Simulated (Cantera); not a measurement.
Cantera run:

```python
import numpy as np
import cantera as ct

gas_names = """
    B BO BO2 B2 B2O B2O2 B2O3 O O2 O3
""".split()
cond_names = """
    B(b) B(L) B2O3(L)
""".split()


# ... load() reads the species with a 1 bar reference pressure and builds the phases ...
atoms = {
    'B2O3': {'B': 2, 'O': 3},
    'O2': {'O': 2},
}
top_T = {}  # K; cautious upper limits of use, not melting points


# ... equilibrate(T, P, feed) seeds the gas with the atoms and calls Mixture.equilibrate('TP', solver="vcs", rtol=1e-11, max_steps=5000) ...
results = []
P = 133.322  # Pa
for T in [1648, 1698, 1748, 1798, 1848, 1898, 1948, 1998, 2048, 2098, 2148, 2198]:
    for m in [0.052, 0.082, 0.13, 0.21, 0.32, 0.51, 0.81, 1.3, 2, 3.2, 5, 8]:
        feed = {'B2O3': 1, 'O2': m}  # mol
        mix = equilibrate(T, P, feed)
        results.append((T, P, feed, dict(zip(mix.species_names, mix.species_moles))))

for T, P, feed, n in results:
    print(f"{T:7g} {feed['O2']:10.4g}  " + (" + ".join(c for c in cond_names if n.get(c, 0) > 1e-12) or "gas only"))
```

Output:

```
   1648      0.052  B2O3(L)
   1648      0.082  B2O3(L)
   1648       0.13  B2O3(L)
   1648       0.21  B2O3(L)
   1648       0.32  B2O3(L)
   1648       0.51  B2O3(L)
   1648       0.81  B2O3(L)
   1648        1.3  B2O3(L)
   1648          2  B2O3(L)
   1648        3.2  gas only
   1648          5  gas only
   1648          8  gas only
   1698      0.052  B2O3(L)
   1698      0.082  B2O3(L)
   1698       0.13  B2O3(L)
   1698       0.21  B2O3(L)
   1698       0.32  B2O3(L)
   1698       0.51  B2O3(L)
   1698       0.81  gas only
   1698        1.3  gas only
   1698          2  gas only
   1698        3.2  gas only
   1698          5  gas only
   1698          8  gas only
   1748      0.052  gas only
   1748      0.082  gas only
   1748       0.13  gas only
   1748       0.21  gas only
   1748       0.32  gas only
   1748       0.51  gas only
   1748       0.81  gas only
   1748        1.3  gas only
   1748          2  gas only
   1748        3.2  gas only
   1748          5  gas only
   1748          8  gas only
   1798      0.052  gas only
   1798      0.082  gas only
   1798       0.13  gas only
   1798       0.21  gas only
   1798       0.32  gas only
   1798       0.51  gas only
   1798       0.81  gas only
   1798        1.3  gas only
   1798          2  gas only
   1798        3.2  gas only
   1798          5  gas only
   1798          8  gas only
   1848      0.052  gas only
   1848      0.082  gas only
   1848       0.13  gas only
   1848       0.21  gas only
   1848       0.32  gas only
   1848       0.51  gas only
   1848       0.81  gas only
   1848        1.3  gas only
   1848          2  gas only
   1848        3.2  gas only
   1848          5  gas only
   1848          8  gas only
   1898      0.052  gas only
   1898      0.082  gas only
   1898       0.13  gas only
   1898       0.21  gas only
   1898       0.32  gas only
   1898       0.51  gas only
   1898       0.81  gas only
   1898        1.3  gas only
   1898          2  gas only
   1898        3.2  gas only
   1898          5  gas only
   1898          8  gas only
   1948      0.052  gas only
   1948      0.082  gas only
   1948       0.13  gas only
   1948       0.21  gas only
   1948       0.32  gas only
   1948       0.51  gas only
   1948       0.81  gas only
   1948        1.3  gas only
   1948          2  gas only
   1948        3.2  gas only
   1948          5  gas only
   1948          8  gas only
   1998      0.052  gas only
   1998      0.082  gas only
   1998       0.13  gas only
   1998       0.21  gas only
   1998       0.32  gas only
   1998       0.51  gas only
   1998       0.81  gas only
   1998        1.3  gas only
   1998          2  gas only
   1998        3.2  gas only
   1998          5  gas only
   1998          8  gas only
   2048      0.052  gas only
   2048      0.082  gas only
   2048       0.13  gas only
   2048       0.21  gas only
   2048       0.32  gas only
   2048       0.51  gas only
   2048       0.81  gas only
   2048        1.3  gas only
   2048          2  gas only
   2048        3.2  gas only
   2048          5  gas only
   2048          8  gas only
   2098      0.052  gas only
   2098      0.082  gas only
   2098       0.13  gas only
   2098       0.21  gas only
   2098       0.32  gas only
   2098       0.51  gas only
   2098       0.81  gas only
   2098        1.3  gas only
   2098          2  gas only
   2098        3.2  gas only
   2098          5  gas only
   2098          8  gas only
   2148      0.052  gas only
   2148      0.082  gas only
   2148       0.13  gas only
   2148       0.21  gas only
   2148       0.32  gas only
   2148       0.51  gas only
   2148       0.81  gas only
   2148        1.3  gas only
   2148          2  gas only
   2148        3.2  gas only
   2148          5  gas only
   2148          8  gas only
   2198      0.052  gas only
   2198      0.082  gas only
   2198       0.13  gas only
   2198       0.21  gas only
   2198       0.32  gas only
   2198       0.51  gas only
   2198       0.81  gas only
   2198        1.3  gas only
   2198          2  gas only
   2198        3.2  gas only
   2198          5  gas only
   2198          8  gas only
```

Cantera equilibrium calculation (NASA polynomials, part measured and part estimated; ideal gas, pure solids and liquids).
